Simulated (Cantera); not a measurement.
Input: 1 mol trisilylamine, 2 mol NH3, 75 mol H2, at 625 °C and 38.0 Pa.

Method: chemical equilibrium by Gibbs-energy minimisation in Cantera with the NASA 1993 tables (ideal gas, pure condensed phases). Candidate condensed phases: Si, Si3N4; 18 gas species. The feed counts by its element totals alone. Equilibrium is a limit: real reactors are often held back by kinetics, nucleation or transport.

Base state: H2 1.00 (mole fractions); condensed: Si(s) + Si3N4(s).

Problem. What changes in the equilibrium state with this change: temperature from 625 °C to 1777 °C?

Solution. 
```tsv
species	before	after
H2	1.00	0.844
H	5.64e-9	0.107
Si	<1e-9	0.0321
N2	<1e-9	0.0163
SiH	<1e-9	0.000348
Si2	<1e-9	5.92e-5
Si(s), mol	0.750	0
Si3N4(s), mol	0.750	0
```
The tables' values for SiN are old estimates; treat these amounts as uncertain. Gases not in the tables: Si2H6 and higher silanes.

Problem. What changes in the equilibrium state with this change: trisilylamine replaced by SiH2Cl2?

Solution. 
```tsv
species	before	after
H2	1.00	0.971
HCl	0	0.0249
N2	<1e-9	0.00415
Si(s), mol	0.750	0
Si3N4(s), mol	0.750	0.333
```
Further candidate phases: NH4Cl.

Problem. What changes in the equilibrium state with this change: NH3 from 2 to 9.4 mol?

Solution. 
| species | before | after |
|---|---|---|
| H2 | 1.00 | 0.967 |
| N2 | <1e-9 | 0.0331 |
| Si(s), mol | 0.750 | 0 |
| Si3N4(s), mol | 0.750 | 1.00 |
